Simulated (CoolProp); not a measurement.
Values from CoolProp's reference Helmholtz-energy equation of state, Guder 2009.

**Question.** For sulfur hexafluoride, give the phase and the cp (kJ/(kg K)), cv (kJ/(kg K)), Joule-Thomson coefficient (K/MPa), Prandtl number at 362.2 K and 0.267 MPa.

**Answer.** 
- 362.2 K and 0.267 MPa: gas; cp 0.761, cv 0.700, Joule-Thomson coefficient 5.56, Prandtl number 0.770

Viscosity comes from a separate model (Quiñones-Cisneros 2012). Thermal conductivity comes from a separate model (Assael 2012).
